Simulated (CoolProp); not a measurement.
A single-stage vapour-compression cycle with cyclopentane: evaporating at 270.15 K (dew point), condensing at 325.15 K (bubble point), superheat 2 K, subcooling 8 K, compressor efficiency 0.75, no pressure losses. Each further row changes one setting.

Model: reference Helmholtz-energy equation of state, Gedanitz 2015, in CoolProp.

| case | cooling COP | pressure ratio | discharge temperature (K) | refrigerating effect (kJ/kg) | volumetric capacity (kJ/m³) |
|---|---|---|---|---|---|
| as stated | (withheld) | 9.02 | 356.7 | 343 | 132 |
| evaporating temperature 275.15 K | 3.74 | 7.08 | 352.7 | 349 | 168 |
| condensing temperature 320.15 K | (withheld) | (withheld) | 350.6 | 353 | 135 |
| subcooling 13 K | 3.38 | 9.02 | 356.7 | 353 | 135 |
| superheat 12 K | 3.28 | 9.02 | 366.2 | 354 | 131 |
| compressor efficiency 0.65 | 2.85 | 9.02 | 367.2 | 343 | 132 |

Problem. Fill in the missing entries.

Solution. 
- as stated, cooling COP: 3.29
- condensing temperature 320.15 K, cooling COP: 3.68
- condensing temperature 320.15 K, pressure ratio: 7.65
